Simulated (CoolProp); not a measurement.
Vapour-liquid equilibrium of ethane (1) + hydrogen sulfide (2) at 627 kPa; x and y are mole fractions of (1).

Values from CoolProp's multi-fluid Helmholtz-energy mixture model, Bücker 2006 and Lemmon 2006; pair parameters Kunz 2012.

```
x     bubble temperature (K)  y at the bubble point  dew temperature at overall composition x (K)  liquid density (mol/L)
----  ----------------------  ---------------------  --------------------------------------------  ----------------------
0.05                   247.2                  0.307                                         255.7                   25.03
0.15                   236.5                  0.561                                         252.6                   23.89
0.25                   232.3                  0.647                                         249.3                   22.62
0.35                   230.3                  0.687                                         245.6                   21.40
0.45                   229.2                  0.713                                         241.5                   20.31
0.55                   228.3                  0.738                                         237.1                   19.34
0.65                   227.6                  0.768                                         232.1                   18.49
0.75                   226.9                  0.807                                         228.0                   17.74
0.85                   226.5                  0.864                                         226.6                   17.07
0.95                   226.5                  0.945                                         226.5                   16.46
```

y crosses x between x = 0.85 and 0.95: the model has an azeotrope there.

Pair parameters are fitted to limited data, so mixtures are less certain than the pure fluids. With so large a gap from Raoult's law the liquid may split in two, which this calculation doesn't test in full.
